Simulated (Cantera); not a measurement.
A closed system holds: 1 mol SiH₄, 3.4 mol O₂, 74 mol H₂, held at 0.000440 bar.

These are equilibrium values from Cantera (NASA tables, ideal gas, pure condensed phases), not measurements of a reactor. Candidate condensed phases: H₂O, Si, SiO₂; 18 gas species. The tables hold silica as quartz up to 1696 K and as liquid above; real silica turns to tridymite and cristobalite and melts near 1996 K. The numbers say what is thermodynamically allowed, not how fast it happens.

Task: At 1700 K, list the 5 most abundant gas species with their mole fractions, and the condensed phases.

Result: H₂ 0.915, H₂O 0.0705, SiO 0.00814, H 0.00672, OH 2.68e-5. Condensed: SiO₂(condensed).
